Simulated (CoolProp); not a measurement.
A closed Brayton cycle with carbon dioxide: compressor inlet 306.15 K and 7.6 MPa, high pressure 17.9 MPa, turbine inlet 900 K, compressor efficiency 0.8, turbine efficiency 0.93, recuperator effectiveness 0.8 (on enthalpy, no pinch check). Each further row changes one setting.

The numbers come from the reference Helmholtz-energy equation of state, Span 1996 in CoolProp.

| case | thermal efficiency (%) | net work (kJ/kg) | compressor to turbine work | compressor exit (K) | turbine exit (K) |
|---|---|---|---|---|---|
| as stated | 30.1 | 99.8 | 0.22 | 357.0 | 788.4 |
| turbine inlet 850 K | 29.4 | 92.0 | 0.24 | 357.0 | 742.4 |
| compressor inlet 316.15 K | 29.5 | 86.6 | 0.33 | 386.5 | 788.4 |
| high pressure 15.2 MPa | 27.0 | 83.1 | 0.21 | 347.1 | 809.1 |
| recuperator effectiveness 0.5 | 20.7 | 99.8 | 0.22 | 357.0 | 788.4 |
